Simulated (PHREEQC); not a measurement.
**Buffer: speciation**

Solution (45 °C): 0.24 mol H3PO4, 0.0079 mol Na2B4O7 and 5.2e-05 mol NaCl per kg of water. Closed to the air; pH follows from the charge balance.

Equilibrium calculation in PHREEQC: ion-association model, phreeqc.dat.

No solid was allowed to form.

Task: Predict the pH.

Result: pH 1.57.

Task: In which forms is P present?

Result: H3PO4 80 %, H2PO4- 20 % of the P.

Away from 25 °C the constants follow the database's enthalpies or fits; those with neither stay at their 25 °C values.
